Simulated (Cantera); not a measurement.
Charge: 1 mol Ta, 0.35 mol CO2, 170 mol H2, equilibrated at 1000 Pa.

These are equilibrium values from Cantera (NASA tables, ideal gas, pure condensed phases), not measurements of a reactor. Candidate condensed phases: C, C6H6, C7H8, C8H18, H2O, Ta, TaC, Ta2O5; 113 gas species. Condensed phases not in the tables: Ta2C, N, O or C dissolved in the metal. Equilibrium is a limit: real reactors are often held back by kinetics, nucleation or transport.

Task: At 2148 K, list the 4 most abundant gas species with their mole fractions, and the condensed phases.

Result: H2 0.955, H 0.0407, CO 0.00201, H2O 0.00144. Condensed: Ta(s).
